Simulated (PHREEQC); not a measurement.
Dissolve 0.0032 mol HCl, 3.5e-05 mol CaCl2 and 0.0003 mol CuCl2 per kg of water at 80 °C. Closed to the air; pH follows from the charge balance.

Model: ion-association model, wateq4f.dat, run in PHREEQC.

Problem. The ionic strength comes out as 0.00416 mol/kgw. What activity coefficients do Cl-, Ca+2, Cu+2, H+, CuCl+ get?

Solution. Cl- 0.92, Ca+2 0.74, Cu+2 0.74, H+ 0.93, CuCl+ 0.92.

No solid was allowed to form. Species that the database lacks are ignored. Away from 25 °C the constants follow the database's enthalpies or fits; those with neither stay at their 25 °C values.
